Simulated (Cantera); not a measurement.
An isothermal, constant-pressure homogeneous reactor starts with H2 : O2 = 0.1 : 1 (molar parts), equivalence ratio 0.050, at 1275 K and 280 Pa. Integrator tolerance rtol = 1e-08.

Computed with Cantera and GRI-Mech 3.0 (53 species, 325 reactions). Radical loss at walls, strong at low pressure, is not modelled. The temperature is held fixed by assumption; the heat of reaction is taken as removed at once.

### Question
What does this change do: temperature 1275 to 1450 K?

### Answer
| quantity | before | after |
|---|---|---|
| x(H2) at 7.00 s | 3.37e-5 (gas-phase equilibrium 1.05e-7) | 0.000112 (gas-phase equilibrium 1.80e-6) |
| x(O2) at 7.00 s | 0.904 (gas-phase equilibrium 0.905) | 0.901 (gas-phase equilibrium 0.905) |
| x(OH) at 7.00 s | 0.000855 (gas-phase equilibrium 4.79e-5) | 0.00240 (gas-phase equilibrium 0.000305) |
| x(H) at 7.00 s | 2.60e-5 (gas-phase equilibrium 4.55e-9) | 0.000119 (gas-phase equilibrium 2.42e-7) |
| x(O) at 7.00 s | 0.000647 (gas-phase equilibrium 2.02e-6) | 0.00228 (gas-phase equilibrium 3.63e-5) |
